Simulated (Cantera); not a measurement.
A perfectly stirred reactor is fed with 7.03 % CH4, 2.25 % H2, 19.0 % O2, 71.7 % N2, equivalence ratio 0.80, at 92000 Pa; it is adiabatic with a 598 K inlet, and is followed from long to short residence time, starting on the burning branch (τ in s: 0.19, 0.081, 0.035, 0.015, 0.0063, 0.0027, 0.0011, 0.00049, 0.00021, 9e-05, 3.8e-05, 1.6e-05, 7e-06).

Model: GRI-Mech 3.0 (53 species, 325 reactions), integrated in Cantera.

Predict: blow-out, bracketed by the residence times tried; x(CH4) at τ = 0.190 s; x(H2) at τ = 0.190 s; x(O2) at τ = 0.190 s; x(O) at τ = 0.190 s; x(H2O2) at τ = 0.190 s; x(CH4) at τ = 1.10 ms; x(H2) at τ = 1.10 ms; x(O2) at τ = 1.10 ms; x(O) at τ = 1.10 ms; x(H2O2) at τ = 1.10 ms.


| Item | Value |
|---|---|
| blow-out, bracketed by the residence times tried | burning at 90.0 µs, out at 38.0 µs |
| x(CH4) at τ = 0.190 s | 1.36e-6 |
| x(H2) at τ = 0.190 s | 0.00112 |
| x(O2) at τ = 0.190 s | 0.0377 |
| x(O) at τ = 0.190 s | 0.000614 |
| x(H2O2) at τ = 0.190 s | 1.03e-7 |
| x(CH4) at τ = 1.10 ms | 7.67e-5 |
| x(H2) at τ = 1.10 ms | 0.00597 |
| x(O2) at τ = 1.10 ms | 0.0439 |
| x(O) at τ = 1.10 ms | 0.00373 |
| x(H2O2) at τ = 1.10 ms | 2.20e-7 |
